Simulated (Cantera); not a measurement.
A freely propagating, adiabatic, planar premixed flame of H₂ : O₂ : N₂ = 1 : 0.833 : 2.67 (molar parts), equivalence ratio 0.60, unburnt at 475 K and 101000 Pa; mixture-averaged transport, grid criteria slope 0.08 and curve 0.16, no radiation.

Cantera simulation using the H2/O2 subset of GRI-Mech 3.0, which has no nitrogen chemistry; the numbers are that mechanism's predictions, not measurements. Burning velocities carry a grid error of a few per cent, more on coarse grids. Lean hydrogen flames are cellular in practice and burn faster than this planar one.

**Question.** Predict: laminar burning velocity; thermal thickness; peak x(OH); peak x(HO₂); peak x(H).

**Answer.** 
```
Property                    Result
------------------------  --------
laminar burning velocity  307 cm/s
thermal thickness         0.365 mm
peak x(OH)                  0.0133
peak x(HO₂)               0.000410
peak x(H)                   0.0205
```
